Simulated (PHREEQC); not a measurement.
Solution (20 °C): 1.4 mol LiBr, 0.18 mol CaCl2 and 4.7e-05 mol H4SiO4 per kg of water. Closed to the air; pH follows from the charge balance.

Equilibrium calculation in PHREEQC: Pitzer model, pitzer.dat.

No solid was allowed to form.

Predict the pH.

pH 6.47.

Species that the database lacks are ignored. In brines, pH and single-ion activities rest on the MacInnes convention.
